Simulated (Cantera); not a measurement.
Input: 1 mol SiH4, 19 mol N2, held at 7.70 Pa.

Method: chemical equilibrium by Gibbs-energy minimisation in Cantera with the NASA 1993 tables (ideal gas, pure condensed phases). Candidate condensed phases: Si, Si3N4; 18 gas species. N2 is the only nitrogen source here; it is nearly inert below about 1500 K, so the nitride shown seldom forms there in practice. Kinetics and transport are ignored.

Task: At 1273 K, list the 3 most abundant gas species with their mole fractions, and the condensed phases.

Result: N2 0.902, H2 0.0983, H 2.55e-5. Condensed: Si3N4(s).
